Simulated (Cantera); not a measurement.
A perfectly stirred reactor is fed with H₂ : O₂ : N₂ = 0.016 : 1 : 0.18 (molar parts), equivalence ratio 0.0080, at 20.0 Torr; it is held at 1473 K, and followed from long to short residence time.

Computed with Cantera and GRI-Mech 3.0 (53 species, 325 reactions). Radical loss at walls, strong at low pressure, is not modelled.

Task: What does this change do: H2 0.016 to 0.011 parts?

Result: 
```tsv
quantity	before	after
x(H₂) at τ = 2.10 s	1.58e-5	1.09e-5
x(O₂) at τ = 2.10 s	0.833	0.837
x(H) at τ = 2.10 s	2.19e-5	1.53e-5
x(NO₂) at τ = 2.10 s	6.59e-11	6.03e-11
x(OH) at τ = 2.10 s	0.000732	0.000575
x(H₂) at τ = 35.0 ms	0.000145	0.000108
x(O₂) at τ = 35.0 ms	0.826	0.832
x(H) at τ = 35.0 ms	0.000355	0.000195
x(NO₂) at τ = 35.0 ms	5.37e-12	3.72e-12
x(OH) at τ = 35.0 ms	0.00185	0.00136
```

Task: What does this change do: temperature 1473 to 1273 K?

Result: 
```
quantity                 before     after
---------------------  --------  --------
x(H₂) at τ = 2.10 s     1.58e-5   2.23e-5
x(O₂) at τ = 2.10 s       0.833     0.834
x(H) at τ = 2.10 s      2.19e-5   1.50e-5
x(NO₂) at τ = 2.10 s   6.59e-11  1.28e-11
x(OH) at τ = 2.10 s    0.000732  0.000359
x(H₂) at τ = 35.0 ms   0.000145  0.000242
x(O₂) at τ = 35.0 ms      0.826     0.828
x(H) at τ = 35.0 ms    0.000355  0.000396
x(NO₂) at τ = 35.0 ms  5.37e-12  2.62e-12
x(OH) at τ = 35.0 ms    0.00185   0.00114
```

Task: What does this change do: pressure from 20.0 Torr to 16.5 Torr?

Result: 
| quantity | before | after |
|---|---|---|
| x(H₂) at τ = 2.10 s | 1.58e-5 | 1.86e-5 |
| x(O₂) at τ = 2.10 s | 0.833 | 0.833 |
| x(H) at τ = 2.10 s | 2.19e-5 | 3.10e-5 |
| x(NO₂) at τ = 2.10 s | 6.59e-11 | 4.90e-11 |
| x(OH) at τ = 2.10 s | 0.000732 | 0.000821 |
| x(H₂) at τ = 35.0 ms | 0.000145 | 0.000161 |
| x(O₂) at τ = 35.0 ms | 0.826 | 0.825 |
| x(H) at τ = 35.0 ms | 0.000355 | 0.000397 |
| x(NO₂) at τ = 35.0 ms | 5.37e-12 | 3.49e-12 |
| x(OH) at τ = 35.0 ms | 0.00185 | 0.00193 |
